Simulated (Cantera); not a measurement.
Feed: 1 mol Si3N4, a varied amount of H2O, 1.7 mol H2, equilibrated at 1577 °C and 0.133 bar.

Cantera equilibrium calculation (NASA polynomials, part measured and part estimated; ideal gas, pure solids and liquids). Candidate condensed phases: H2O, Si, SiO2, Si2N2O, Si3N4; 35 gas species. Mutual solubility and eutectic melting of coexisting phases are not modelled. Gases not in the tables: Si2H6 and higher silanes. The numbers say what is thermodynamically allowed, not how fast it happens.

log p: log10 of the partial pressure in bar; n: condensed amount in mol.

```tsv
n(H2O) (mol)	log p H2	log p N2	log p SiO	log p H	log p Si	n Si(l)	n Si3N4(s)	n Si2N2O(s)
0.0023	-0.94	-1.71	-3.81	-3.74	-5.19	0.435	0.854	0
0.0052	-0.95	-1.71	-3.46	-3.74	-5.19	0.433	0.854	0
0.0082	-0.95	-1.71	-3.26	-3.74	-5.19	0.432	0.853	0
0.011	-0.95	-1.71	-3.15	-3.74	-5.19	0.431	0.853	?
0.014	-0.95	-1.71	-3.15	-3.74	-5.19	0.430	0.851	?
0.017	-0.95	-1.71	-3.15	-3.74	-5.19	0.429	0.849	?
0.02	-0.95	-1.71	-3.15	-3.74	-5.19	0.429	0.847	?
```

Question: What belongs in the gaps?

Answer: 
- 0.011, n Si2N2O(s): 0.000316
- 0.014, n Si2N2O(s): 0.00330
- 0.017, n Si2N2O(s): 0.00628
- 0.02, n Si2N2O(s): 0.00926
